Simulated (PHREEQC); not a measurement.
A solution holds 0.00315 mol FeSO4, 0.007 mol CaCl2 and 0.0003 mol NaF per kg of water, at 76 °C. Closed to the air; pH follows from the charge balance.

All values are PHREEQC results (ion-association model, phreeqc.dat), not measurements.

```
Item                           Value
--------------------  --------------
pH                              5.64
ionic strength        0.0288 mol/kgw
specific conductance      4810 µS/cm
```

| species | molality | activity | log γ |
|---|---|---|---|
| Cl- | 0.0140 | 0.0117 | -0.079 |
| Ca+2 | 0.00626 | 0.00318 | -0.294 |
| Fe+2 | 0.00261 | 0.00135 | -0.286 |
| SO4-2 | 0.00190 | 0.000953 | -0.300 |
| CaSO4 | 0.000742 | 0.000747 | 0.003 |
| FeSO4 | 0.000504 | 0.000508 | 0.003 |
| Na+ | 0.000298 | 0.000251 | -0.076 |
| F- | 0.000294 | 0.000244 | -0.080 |
| FeCl+ | 2.60e-5 | 2.17e-5 | -0.077 |
| FeOH+ | 5.76e-6 | 4.85e-6 | -0.075 |
| FeF+ | 3.94e-6 | 3.30e-6 | -0.077 |
| H+ | 2.64e-6 | 2.28e-6 | -0.063 |

This is a speciation only: nothing precipitates in the calculation. Saturation is exceeded, for instance for Fluorite; the values hold only as long as no solid forms. Complexes and solids missing from the database can't appear. At this temperature some constants are extrapolated from 25 °C, and those without enthalpy data are left unchanged. Fluoro complexes past AlF4- and FeF3 are missing from the database.
